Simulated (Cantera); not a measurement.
A Cantera script and what it prints.

```python
import numpy as np
import cantera as ct

gas_names = """
    H HO2 H2 H2O H2O2 Hg O OH O2 O3
""".split()
cond_names = """
    H2O(s) H2O(L) Hg(cr) Hg(L) HgO(s)
""".split()


def load(file, names, dense=False):
    # The tables refer to 1 bar. Condensed volumes are neglected.
    table = {s.name: s for s in ct.Species.list_from_file(file)}
    out = []
    for n in names:
        d = dict(table[n].input_data)
        d["thermo"] = dict(d["thermo"], **{"reference-pressure": 1e5})
        if dense:
            d["equation-of-state"] = {"model": "constant-volume", "density": "1e6 g/cm^3"}
        out.append(ct.Species.from_dict(d))
    return out


gas = ct.Solution(thermo="ideal-gas", species=load("nasa_gas.yaml", gas_names))
cond = {s.name: ct.Solution(thermo="fixed-stoichiometry", species=[s], name=s.name)
        for s in load("nasa_condensed.yaml", cond_names, dense=True)}
atoms = {
    'HgO': {'Hg': 1, 'O': 1},
    'H2': {'H': 2},
}
top_T = {}  # K; cautious upper limits of use, not melting points


def equilibrate(T, P, feed):
    n = {}
    for name, mol in feed.items():
        for a, k in atoms[name].items():
            n[a] = n.get(a, 0.0) + k * mol
    gas.TPX = T, P, n
    mass = sum(n.values()) * gas.mean_molecular_weight
    gas.equilibrate("TP")
    valid = [c for c in cond.values() if c.min_temp <= T <= top_T.get(c.name, c.max_temp)]
    mix = ct.Mixture([(gas, mass / gas.mean_molecular_weight)] + [(c, 0.0) for c in valid])
    mix.T, mix.P = T, P
    mix.equilibrate("TP", solver="vcs", rtol=1e-11, max_steps=5000)
    return mix


results = []
feed = {'HgO': 1, 'H2': 0.057}  # mol
P = 48000  # Pa
for T in [500, 525, 550, 575, 600, 625, 650, 675, 700, 725]:
    mix = equilibrate(T, P, feed)
    results.append((T, P, feed, dict(zip(mix.species_names, mix.species_moles))))
    x = sorted(zip(gas.X, gas.species_names), reverse=True)
    print(f"T = {T:g} K  P = {P:g} Pa  gas = {mix.phase_moles(0):.4g} mol")
    print("   x: " + "  ".join(f"{s} {v:.3e}" for v, s in x if v > 1e-05))
    print("   condensed (mol): " + ("  ".join(f"{mix.phase(i).name} {mix.phase_moles(i):.4g}"
          for i in range(1, mix.n_phases) if mix.phase_moles(i) > 1e-12) or "none"))
```

Output:

```
T = 500 K  P = 48000 Pa  gas = 0.06392 mol
   x: H2O 8.918e-01  Hg 1.082e-01
   condensed (mol): Hg(L) 0.05008  HgO(s) 0.943
T = 525 K  P = 48000 Pa  gas = 0.07261 mol
   x: H2O 7.850e-01  Hg 2.150e-01
   condensed (mol): Hg(L) 0.04139  HgO(s) 0.943
T = 550 K  P = 48000 Pa  gas = 0.09512 mol
   x: H2O 5.993e-01  Hg 4.007e-01
   condensed (mol): Hg(L) 0.01888  HgO(s) 0.943
T = 575 K  P = 48000 Pa  gas = 0.114 mol
   x: Hg 5.000e-01  H2O 5.000e-01  O2 2.253e-05
   condensed (mol): HgO(s) 0.943
T = 600 K  P = 48000 Pa  gas = 0.1141 mol
   x: Hg 5.001e-01  H2O 4.996e-01  O2 2.985e-04
   condensed (mol): HgO(s) 0.9429
T = 625 K  P = 48000 Pa  gas = 0.1151 mol
   x: Hg 5.016e-01  H2O 4.952e-01  O2 3.178e-03
   condensed (mol): HgO(s) 0.9423
T = 650 K  P = 48000 Pa  gas = 0.124 mol
   x: Hg 5.134e-01  H2O 4.597e-01  O2 2.688e-02
   condensed (mol): HgO(s) 0.9363
T = 675 K  P = 48000 Pa  gas = 0.2171 mol
   x: Hg 5.792e-01  H2O 2.625e-01  O2 1.583e-01
   condensed (mol): HgO(s) 0.8743
T = 700 K  P = 48000 Pa  gas = 1.529 mol
   x: Hg 6.542e-01  O2 3.085e-01  H2O 3.729e-02
   condensed (mol): none
T = 725 K  P = 48000 Pa  gas = 1.529 mol
   x: Hg 6.542e-01  O2 3.085e-01  H2O 3.729e-02
   condensed (mol): none
```

These are equilibrium values from Cantera (NASA tables, ideal gas, pure condensed phases), not measurements of a reactor.
